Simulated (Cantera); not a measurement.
Cantera run:

```python
import numpy as np
import cantera as ct

gas_names = """
    Fe FeO Fe(OH)2 H HO2 H2 H2O H2O2 O OH O2 O3
""".split()
cond_names = """
    Fe(a) Fe(c) Fe(d) Fe(L) FeO(s) FeO(L) Fe(OH)2(s) Fe(OH)3(s) Fe2O3(s) Fe3O4(s) H2O(s) H2O(L)
""".split()


# ... load() reads the species with a 1 bar reference pressure and builds the phases ...
atoms = {
    'Fe3O4': {'Fe': 3, 'O': 4},
    'H2': {'H': 2},
}
top_T = {'Fe2O3(s)': 1830, 'Fe3O4(s)': 1870}  # K; cautious upper limits of use, not melting points


# ... equilibrate(T, P, feed) seeds the gas with the atoms and calls Mixture.equilibrate('TP', solver="vcs", rtol=1e-11, max_steps=5000) ...
results = []
feed = {'Fe3O4': 1, 'H2': 7.9}  # mol
T = 2173  # K
P = 133.322  # Pa
mix = equilibrate(T, P, feed)
results.append((T, P, feed, dict(zip(mix.species_names, mix.species_moles))))
x = sorted(zip(gas.X, gas.species_names), reverse=True)
print(f"T = {T:g} K  P = {P:g} Pa  gas = {mix.phase_moles(0):.4g} mol")
print("   x: " + "  ".join(f"{s} {v:.3e}" for v, s in x if v > 1e-06))
print("   condensed (mol): " + ("  ".join(f"{mix.phase(i).name} {mix.phase_moles(i):.4g}"
      for i in range(1, mix.n_phases) if mix.phase_moles(i) > 1e-12) or "none"))
```

Result:

```
T = 2173 K  P = 133.322 Pa  gas = 11.41 mol
   x: H2O 3.292e-01  H2 3.204e-01  Fe 2.551e-01  H 7.480e-02  OH 1.029e-02  FeO 7.655e-03  O 1.685e-03  O2 7.324e-04  Fe(OH)2 8.918e-05
   condensed (mol): none
```

Cantera equilibrium calculation (NASA polynomials, part measured and part estimated; ideal gas, pure solids and liquids).
